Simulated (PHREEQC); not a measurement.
Dissolve 0.041 mol HF, 6.1e-05 mol H4SiO4 and 0.011 mol HCl per kg of water at 25 °C. Closed to the air; pH follows from the charge balance.

Model: ion-association model, phreeqc.dat, run in PHREEQC.

This is a speciation only: nothing precipitates in the calculation.

Question: What pH, ionic strength, specific conductance does the model give?

Answer: pH 1.91; ionic strength 0.0138 mol/kgw; specific conductance 5320 µS/cm.

Question: In which forms is F present?

Answer: HF 92 %, F- 5.6 %, HF2- 1.6 %, SiF6-2 0.9 % of the F.

SiF6-2 is the database's only silicon fluoride.
